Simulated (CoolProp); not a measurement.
Model: reference Helmholtz-energy equation of state, Schmidt 1985, in CoolProp.

Problem. For oxygen, give the phase and the cp (kJ/(kg K)), cv (kJ/(kg K)), Joule-Thomson coefficient (K/MPa), isothermal compressibility (1/MPa) at 174.8 K and 1.4 MPa.

Solution. 
- 174.8 K and 1.4 MPa: gas; cp 1.01, cv 0.671, Joule-Thomson coefficient 6.96, isothermal compressibility 0.767
